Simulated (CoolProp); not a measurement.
Aqueous potassium acetate as a coolant, 35 % by mass, freezing at -31.9 °C, 1 atm.

Computed with CoolProp (Melinder's fits for secondary coolants).

```
T (°C)  cp (kJ/(kg K))  Prandtl number  viscosity (mPa s)  conductivity (W/(m K))
------  --------------  --------------  -----------------  ----------------------
-22.9            2.995             104                ___                   0.434
-17.8              ___            77.6               11.4                   0.440
-12.7            3.018            59.6                ___                   0.446
-7.6             3.029            46.9               7.00                   0.452
-2.5             3.041            37.7                ___                     ___
2.6              3.052            30.9               4.70                   0.464
7.7              3.063            25.8               3.95                   0.470
12.7             3.075            21.9               3.39                   0.476
17.8             3.087            18.8               2.94                   0.482
22.9             3.099            16.3               2.57                   0.488
28               3.111            14.3               2.27                   0.494
33.1             3.124            12.6               2.02                   0.501
```

Some entries are withheld; supply them.


- -22.9, viscosity (mPa s): 15.0
- -17.8, cp (kJ/(kg K)): 3.006
- -12.7, viscosity (mPa s): 8.81
- -2.5, viscosity (mPa s): 5.68
- -2.5, conductivity (W/(m K)): 0.458
